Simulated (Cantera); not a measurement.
Input: 1 mol Si, 1.8 mol Cl2, 0.71 mol H2, at 652 °C and 11.0 bar.

Cantera equilibrium calculation (NASA polynomials, part measured and part estimated; ideal gas, pure solids and liquids). Candidate condensed phases: Si; 19 gas species. The tables' values for SiCl3 are old estimates; treat these amounts as uncertain. The numbers say what is thermodynamically allowed, not how fast it happens.

Base state: SiCl4 0.436, H2 0.356, SiHCl3 0.196, SiH2Cl2 0.00866, HCl 0.00288, SiCl3 0.000607, SiH3Cl 9.44e-5, SiCl2 3.35e-5 (mole fractions); condensed: Si(s).

Problem. What changes in the equilibrium state with this change: 0.48 mol CH4 added?

Solution. 
```csv
species,before,after
H2,0.356,0.390
SiCl4,0.436,0.387
CH4,0,0.176
SiHCl3,0.196,0.0267
HCl,0.00288,0.0205
SiH3Cl,9.44e-5,3.04e-7
SiCl2,3.35e-5,6.42e-7
"Si(s), mol",0.0192,0
"SiC(s), mol",0,0.0964
```
Further candidate phases: C, C6H6, C7H8, C8H18, SiC.

Problem. What changes in the equilibrium state with this change: temperature from 652 °C to 227 °C?

Solution. 
| species | before | after |
|---|---|---|
| SiCl4 | 0.436 | 0.417 |
| H2 | 0.356 | 0.348 |
| SiHCl3 | 0.196 | 0.230 |
| SiCl3 | 0.000607 | 5.06e-9 |
| SiCl2 | 3.35e-5 | <1e-9 |
| HCl | 0.00288 | 1.00e-6 |
| SiH3Cl | 9.44e-5 | 1.42e-5 |
| Si(s), mol | 0.0192 | 0.00916 |
